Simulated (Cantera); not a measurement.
A perfectly stirred reactor is fed with H2 : O2 = 0.042 : 1 (molar parts), equivalence ratio 0.021, at 3800 Pa; it is held at 1125 K, and followed from long to short residence time.

Detailed kinetics in Cantera: the H2/O2 subset of GRI-Mech 3.0, which has no nitrogen chemistry. Radical loss at walls, strong at low pressure, is not modelled. The temperature is held fixed by assumption; the heat of reaction is taken as removed at once.

x: mole fraction; the columns are a selection and need not sum to one.

| τ (s) | x H2 | x O2 | x H2O2 | x H2O | x OH | x O |
|---|---|---|---|---|---|---|
| 0.68 | 0.000158 | 0.958 | ? | 0.0407 | 0.000403 | 0.000779 |
| 0.27 | 0.000269 | 0.957 | ? | 0.0405 | 0.000557 | 0.00139 |
| 0.11 | 0.000446 | 0.956 | ? | 0.0401 | 0.000767 | 0.00239 |
| 0.045 | 0.000740 | 0.954 | ? | 0.0395 | 0.00106 | 0.00397 |
| 0.018 | 0.00125 | 0.951 | ? | 0.0384 | 0.00147 | 0.00635 |
| 0.0072 | 0.00215 | 0.948 | ? | 0.0366 | 0.00201 | 0.00942 |
| 0.0029 | 0.00377 | 0.944 | ? | 0.0337 | 0.00268 | 0.0124 |
| 0.0012 | 0.00673 | 0.941 | ? | 0.0294 | 0.00336 | 0.0138 |
| 0.00047 | 0.0128 | 0.942 | ? | 0.0227 | 0.00384 | 0.0125 |

**Question.** What belongs in the gaps?

**Answer.** 
- 0.68, x H2O2: 1.52e-7
- 0.27, x H2O2: 1.86e-7
- 0.11, x H2O2: 2.23e-7
- 0.045, x H2O2: 2.67e-7
- 0.018, x H2O2: 3.21e-7
- 0.0072, x H2O2: 3.88e-7
- 0.0029, x H2O2: 4.77e-7
- 0.0012, x H2O2: 5.88e-7
- 0.00047, x H2O2: 6.95e-7
